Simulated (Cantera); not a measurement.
What does this Cantera script print?

```python
import numpy as np
import cantera as ct

gas_names = [...]  # 92 gases of nasa_gas.yaml made of C, H, N
cond_names = """
    C(gr) C6H6(L) C7H8(L) C8H18(L),n-octa
""".split()


# ... load() reads the species with a 1 bar reference pressure and builds the phases ...
atoms = {
    'C2H4': {'C': 2, 'H': 4},
    'NH3': {'N': 1, 'H': 3},
    'N2': {'N': 2},
}
top_T = {'C(gr)': 4500}  # K; cautious upper limits of use, not melting points


# ... equilibrate(T, P, feed) seeds the gas with the atoms and calls Mixture.equilibrate('TP', solver="vcs", rtol=1e-11, max_steps=5000) ...
results = []
feed = {'C2H4': 1, 'NH3': 0.01, 'N2': 2.5}  # mol
T = 1075  # K
for P in [10, 56, 320, 1800, 10000, 56000, 320000, 1800000, 10000000]:
    mix = equilibrate(T, P, feed)
    results.append((T, P, feed, dict(zip(mix.species_names, mix.species_moles))))

top = {s: max(r[3][s] / sum(r[3][g] for g in gas_names) for r in results) for s in gas_names}
cols = sorted((s for s in top if top[s] > 0.0001), key=lambda s: -top[s])[:5]
seen = [c for c in cond_names if any(r[3].get(c, 0) > 1e-12 for r in results)]
print("log10 of partial pressures in bar; condensed amounts in mol")
print(f"{'P/Pa':>10s}" + "".join(f"{s[:9]:>10s}" for s in cols + seen))
for T, P, feed, n in results:
    ng = sum(n[g] for g in gas_names)
    print(f"{P:10.4g}" + "".join(f"{np.log10(max(n[s] / ng * P / 1e5, 1e-99)):10.3f}" for s in cols)
          + "".join(f"{n.get(c, 0):10.4g}" for c in seen))
```

It prints:

```
log10 of partial pressures in bar; condensed amounts in mol
      P/Pa        N2        H2       CH4       NH3     C(gr)
        10    -4.256    -4.351   -10.048   -12.091         2
        56    -3.508    -3.603    -8.551   -10.595         2
       320    -2.751    -2.846    -7.037    -9.081         2
      1800    -2.001    -2.096    -5.538    -7.581     1.999
     1e+04    -1.256    -1.352    -4.050    -6.093     1.996
   5.6e+04    -0.506    -0.610    -2.566    -4.605     1.978
   3.2e+05     0.259     0.116    -1.114    -3.133     1.894
   1.8e+06     1.033     0.757     0.168    -1.784     1.658
     1e+07     1.809     1.279     1.212    -0.614     1.368
```

Equilibrium computed with Cantera from the NASA thermochemical tables; the gas is ideal and each condensed phase is pure. The ideal-gas law is rough above about 30 bar.
